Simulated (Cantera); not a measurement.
Mixture: C3H8 : O2 : N2 : H2O = 1 : 7.14 : 26.9 : 9.1 (molar parts), at 1.00 bar, adiabatic and at constant pressure. Ignition delay is the time to a rise of 400 K.

Computed with Cantera and GRI-Mech 3.0 (53 species, 325 reactions). GRI-Mech 3.0 was tuned for natural gas; its chemistry of propane as a main component is partial and can be far from experiment.

Q: At T0 = 1575 K, what is the delay, and which 6 reactions control it most (d ln τ / d ln k, from doubling and halving each rate constant)?

A: The delay is 46.3 µs.
```csv
reaction,d ln τ / d ln k,faster rate
H + O2 <=> O + OH,-0.47,shortens it
C2H5 + CH3 (+M) <=> C3H8 (+M),-0.37,shortens it
C3H8 + H <=> C3H7 + H2,0.20,lengthens it
CH3 + HO2 <=> CH3O + OH,-0.15,shortens it
C3H8 + OH <=> C3H7 + H2O,0.12,lengthens it
2 CH3 (+M) <=> C2H6 (+M),0.11,lengthens it
```
